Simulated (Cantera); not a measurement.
# Ammonia decomposition in nitride growth gas

An isothermal, constant-pressure homogeneous reactor starts with NH₃ : H₂ = 1 : 22 (molar parts), at 1725 K and 2900 Pa.

Detailed kinetics in Cantera: the gas-phase N/H chemistry of the illustrative SiF4/NH3 mechanism in the Surface Chemkin manual (1991). Walls and surfaces, which speed up NH3 decomposition in real reactors, are not modelled.

| t (s) | x NH₃ | x H₂ | x N | x NH₂ | x N₂H₂ | x NH |
|---|---|---|---|---|---|---|
| 1.00e-6 | 0.0435 | 0.957 | <1e-12 | 3.87e-10 | <1e-12 | <1e-12 |
| 4.06e-6 | 0.0435 | 0.957 | <1e-12 | 1.34e-9 | <1e-12 | <1e-12 |
| 1.65e-5 | 0.0435 | 0.957 | <1e-12 | 3.49e-9 | <1e-12 | <1e-12 |
| 6.69e-5 | 0.0435 | 0.957 | <1e-12 | 8.50e-9 | <1e-12 | <1e-12 |
| 0.000271 | 0.0435 | 0.957 | <1e-12 | 2.81e-8 | <1e-12 | <1e-12 |
| 0.00110 | 0.0435 | 0.957 | <1e-12 | 1.08e-7 | <1e-12 | 5.54e-12 |
| 0.00447 | 0.0435 | 0.957 | <1e-12 | 4.30e-7 | 2.08e-12 | 9.17e-11 |
| 0.0182 | 0.0435 | 0.957 | 6.68e-12 | 1.74e-6 | 3.72e-11 | 1.51e-9 |
| 0.0737 | 0.0435 | 0.956 | 4.41e-10 | 7.04e-6 | 7.27e-10 | 2.48e-8 |
| 0.299 | 0.0434 | 0.956 | 2.39e-8 | 2.67e-5 | 1.55e-8 | 3.55e-7 |
| 1.21 | 0.0424 | 0.957 | 8.95e-8 | 4.09e-5 | 4.37e-8 | 8.50e-7 |
| 4.93 | 0.0382 | 0.959 | 8.89e-8 | 3.80e-5 | 3.83e-8 | 8.17e-7 |
| 20.0 | 0.0255 | 0.965 | 8.63e-8 | 2.87e-5 | 2.29e-8 | 6.99e-7 |
x: mole fraction; the columns are a selection and need not sum to one.

Equilibrium at this temperature and pressure: NH₃ 1.38e-7, H₂ 0.978, N 7.67e-12, NH₂ 3.93e-10, N₂H₂ <1e-12, NH 2.44e-11 (gas phase only).
